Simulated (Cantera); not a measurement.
Charge: 1 mol HBr, 1.7 mol H2, 5 mol N2, equilibrated at 160 bar.

Equilibrium computed with Cantera from the NASA thermochemical tables; the gas is ideal and each condensed phase is pure. Candidate condensed phases: Br2; 12 gas species. The ideal-gas law is rough above about 30 bar. The numbers say what is thermodynamically allowed, not how fast it happens.

Q: At 2025 °C, list the 6 most abundant gas species with their mole fractions, and the condensed phases.

A: N2 0.648, H2 0.221, HBr 0.127, Br 0.00284, H 0.000356, NH3 0.000175. Condensed: gas only.
